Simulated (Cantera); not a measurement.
Iron carbonyl, mercury and lead vapours: HgO + H₂

Feed: 1 mol HgO, a varied amount of H₂, equilibrated at 975 K and 0.825 Torr.

Cantera equilibrium calculation (NASA polynomials, part measured and part estimated; ideal gas, pure solids and liquids). Candidate condensed phases: H₂O, Hg, HgO; 10 gas species. The numbers say what is thermodynamically allowed, not how fast it happens.

```tsv
n(H₂) (mol)	x H₂	x Hg	x H₂O	x O₂	x OH	x H
0.71	1.68e-9	0.539	0.383	0.0782	5.84e-7	1.41e-12
0.93	4.35e-9	0.509	0.473	0.0178	4.49e-7	2.28e-12
1.2	0.0909	0.455	0.455	<1e-12	9.43e-11	1.04e-8
1.6	0.231	0.385	0.385	<1e-12	5.01e-11	1.66e-8
2.1	0.355	0.323	0.323	<1e-12	3.39e-11	2.05e-8
2.7	0.459	0.270	0.270	<1e-12	2.50e-11	2.34e-8
3.6	0.565	0.217	0.217	<1e-12	1.81e-11	2.59e-8
4.7	0.649	0.175	0.175	<1e-12	1.36e-11	2.78e-8
```
x: gas mole fraction; nothing condenses.

From 0.71 mol H₂ to 4.7 mol H₂ nothing is condensed. The main Hg-bearing gas is Hg throughout.
